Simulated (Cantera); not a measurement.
Charge: 1 mol toluene, 5.3 mol H₂O, 1.7 mol N₂, equilibrated at 9500 Pa.

Method: chemical equilibrium by Gibbs-energy minimisation in Cantera with the NASA 1993 tables (ideal gas, pure condensed phases). Candidate condensed phases: C, C₆H₆, C₇H₈, C₈H₁₈, H₂O; 169 gas species. Ions and electrons are included (thermal ionisation). The numbers say what is thermodynamically allowed, not how fast it happens.

x: gas mole fraction; nothing condenses.

```json
[
 {"T (K)": "3000", "x H": "0.284", "x H₂": "0.308", "x CO": "0.277", "x N₂": "0.0706", "x C": "0.000510", "x HCN": "0.0282", "x N": "1.20e-5", "x C₂H₂ (acetylene)": "0.0175", "x CN": "0.00269"},
 {"T (K)": "3250", "x H": "___", "x H₂": "___", "x CO": "___", "x N₂": "0.0648", "x C": "___", "x HCN": "___", "x N": "___", "x C₂H₂ (acetylene)": "___", "x CN": "___"},
 {"T (K)": "3500", "x H": "0.579", "x H₂": "0.0913", "x CO": "0.222", "x N₂": "0.0608", "x C": "0.00928", "x HCN": "0.00922", "x N": "0.000177", "x C₂H₂ (acetylene)": "0.00173", "x CN": "0.00904"},
 {"T (K)": "3750", "x H": "0.644", "x H₂": "0.0392", "x CO": "0.208", "x N₂": "0.0584", "x C": "0.0222", "x HCN": "0.00374", "x N": "0.000527", "x C₂H₂ (acetylene)": "0.000270", "x CN": "0.0112"},
 {"T (K)": "4000", "x H": "0.668", "x H₂": "0.0167", "x CO": "0.200", "x N₂": "0.0573", "x C": "0.0379", "x HCN": "0.00128", "x N": "0.00138", "x C₂H₂ (acetylene)": "3.00e-5", "x CN": "0.0108"},
 {"T (K)": "4250", "x H": "0.675", "x H₂": "0.00751", "x CO": "0.197", "x N₂": "0.0570", "x C": "0.0487", "x HCN": "0.000396", "x N": "0.00325", "x C₂H₂ (acetylene)": "2.67e-6", "x CN": "0.00842"},
 {"T (K)": "4500", "x H": "0.677", "x H₂": "___", "x CO": "0.195", "x N₂": "0.0560", "x C": "0.0543", "x HCN": "___", "x N": "___", "x C₂H₂ (acetylene)": "___", "x CN": "___"},
 {"T (K)": "4750", "x H": "0.675", "x H₂": "0.00189", "x CO": "0.193", "x N₂": "0.0532", "x C": "0.0577", "x HCN": "4.03e-5", "x N": "0.0134", "x C₂H₂ (acetylene)": "2.65e-8", "x CN": "0.00422"},
 {"T (K)": "5000", "x H": "0.671", "x H₂": "0.00103", "x CO": "0.188", "x N₂": "0.0482", "x C": "0.0613", "x HCN": "1.45e-5", "x N": "0.0236", "x C₂H₂ (acetylene)": "3.61e-9", "x CN": "0.00301"}
]
```

Task: What belongs in the gaps?

Result: 
- 3250, x H: 0.450
- 3250, x H₂: 0.187
- 3250, x CO: 0.247
- 3250, x C: 0.00272
- 3250, x HCN: 0.0186
- 3250, x N: 5.10e-5
- 3250, x C₂H₂ (acetylene): 0.00730
- 3250, x CN: 0.00574
- 4500, x H₂: 0.00364
- 4500, x HCN: 0.000122
- 4500, x N: 0.00691
- 4500, x C₂H₂ (acetylene): 2.45e-7
- 4500, x CN: 0.00602
